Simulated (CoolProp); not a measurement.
Vapour pressure (kPa) of CH2F2 (R32): the reference equation beside estimates from Tc = 351.3 K, pc = 5783 kPa, ω = 0.277.

Model: reference Helmholtz-energy equation of state, Tillner-Roth 1997, in CoolProp.

```csv
T (K),reference,van der Waals,Peng-Robinson
275.1,865.1,(withheld),868.6
280.5,1022,2199,1028
286,1204,2404,1211
291.4,1404,(withheld),1415
296.8,1629,2841,(withheld)
302.2,1880,3077,1897
307.6,2160,3325,(withheld)
313,2469,3585,2494
318.4,2811,3857,2840
323.9,3196,4147,3228
329.3,3612,4444,(withheld)
334.7,4069,4754,4105
340.1,4571,(withheld),(withheld)
```

Task: Complete the blanks.

Result: 
- 275.1, van der Waals: 2008
- 291.4, van der Waals: 2617
- 296.8, Peng-Robinson: 1643
- 307.6, Peng-Robinson: 2180
- 329.3, Peng-Robinson: 3647
- 340.1, van der Waals: 5076
- 340.1, Peng-Robinson: 4605

Absolute difference from the reference over all 13 rows, mean and median: van der Waals 60.6 and 53.9 %, Peng-Robinson 0.8 and 0.9 %.
